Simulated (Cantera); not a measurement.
Feed: 1 mol SiH2Cl2, 4.2 mol O3, at 0.240 bar.

Cantera equilibrium calculation (NASA polynomials, part measured and part estimated; ideal gas, pure solids and liquids). Candidate condensed phases: H2O, Si, SiO2; 30 gas species. Kinetics and transport are ignored.

**Question.** Which condensed phases are stable at each of these points (T (K)): 748, 798, 848, 898, 948, 998, 1048?

**Answer.** 
| T (K) | condensed phases | Si condensed (%) |
|---|---|---|
| 748 | SiO2(α-quartz) | 100.0 |
| 798 | SiO2(α-quartz) | 100.0 |
| 848 | SiO2(β-quartz) | 100.0 |
| 898 | SiO2(β-quartz) | 100.0 |
| 948 | SiO2(β-quartz) | 100.0 |
| 998 | SiO2(β-quartz) | 100.0 |
| 1048 | SiO2(β-quartz) | 100.0 |

From 748 K to 798 K the condensed part is SiO2(α-quartz). From 848 K to 1048 K the condensed part is SiO2(β-quartz).
